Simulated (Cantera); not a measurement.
What does this Cantera script print?

```python
import numpy as np
import cantera as ct

gas_names = """
    H H2 Si SiH SiH2 SiH3 SiH4 Si2 Si3
""".split()
cond_names = """
    Si(cr) Si(L)
""".split()


# ... load() reads the species with a 1 bar reference pressure and builds the phases ...
atoms = {
    'SiH4': {'Si': 1, 'H': 4},
    'H2': {'H': 2},
}
top_T = {}  # K; cautious upper limits of use, not melting points


# ... equilibrate(T, P, feed) seeds the gas with the atoms and calls Mixture.equilibrate('TP', solver="vcs", rtol=1e-11, max_steps=5000) ...
results = []
feed = {'SiH4': 1, 'H2': 1300}  # mol
P = 13332.2  # Pa
for T in [1673, 1723, 1773, 1823, 1873, 1923, 1973, 2023, 2073, 2123, 2173, 2223]:
    mix = equilibrate(T, P, feed)
    results.append((T, P, feed, dict(zip(mix.species_names, mix.species_moles))))
    x = sorted(zip(gas.X, gas.species_names), reverse=True)
    print(f"T = {T:g} K  P = {P:g} Pa  gas = {mix.phase_moles(0):.4g} mol")
    print("   x: " + "  ".join(f"{s} {v:.3e}" for v, s in x if v > 0.0001))
    print("   condensed (mol): " + ("  ".join(f"{mix.phase(i).name} {mix.phase_moles(i):.4g}"
          for i in range(1, mix.n_phases) if mix.phase_moles(i) > 1e-12) or "none"))
```

It prints:

```
T = 1673 K  P = 13332.2 Pa  gas = 1302 mol
   x: H2 9.997e-01  H 3.118e-04
   condensed (mol): Si(cr) 0.9788
T = 1723 K  P = 13332.2 Pa  gas = 1302 mol
   x: H2 9.995e-01  H 4.993e-04
   condensed (mol): Si(L) 0.9629
T = 1773 K  P = 13332.2 Pa  gas = 1303 mol
   x: H2 9.992e-01  H 7.788e-04
   condensed (mol): Si(L) 0.9371
T = 1823 K  P = 13332.2 Pa  gas = 1303 mol
   x: H2 9.987e-01  H 1.186e-03
   condensed (mol): Si(L) 0.8932
T = 1873 K  P = 13332.2 Pa  gas = 1303 mol
   x: H2 9.981e-01  H 1.766e-03
   condensed (mol): Si(L) 0.8187
T = 1923 K  P = 13332.2 Pa  gas = 1304 mol
   x: H2 9.972e-01  H 2.576e-03  Si 1.272e-04
   condensed (mol): Si(L) 0.693
T = 1973 K  P = 13332.2 Pa  gas = 1305 mol
   x: H2 9.959e-01  H 3.688e-03  Si 2.367e-04
   condensed (mol): Si(L) 0.4835
T = 2023 K  P = 13332.2 Pa  gas = 1306 mol
   x: H2 9.942e-01  H 5.186e-03  Si 4.267e-04  SiH2 1.201e-04
   condensed (mol): Si(L) 0.1388
T = 2073 K  P = 13332.2 Pa  gas = 1307 mol
   x: H2 9.921e-01  H 7.174e-03  Si 5.307e-04  SiH2 1.116e-04  SiH 1.110e-04
   condensed (mol): none
T = 2123 K  P = 13332.2 Pa  gas = 1309 mol
   x: H2 9.895e-01  H 9.774e-03  Si 5.613e-04  SiH 1.054e-04
   condensed (mol): none
T = 2173 K  P = 13332.2 Pa  gas = 1311 mol
   x: H2 9.861e-01  H 1.312e-02  Si 5.864e-04
   condensed (mol): none
T = 2223 K  P = 13332.2 Pa  gas = 1314 mol
   x: H2 9.819e-01  H 1.738e-02  Si 6.068e-04
   condensed (mol): none
```

Equilibrium computed with Cantera from the NASA thermochemical tables; the gas is ideal and each condensed phase is pure. Gases not in the tables: Si2H6 and higher silanes.
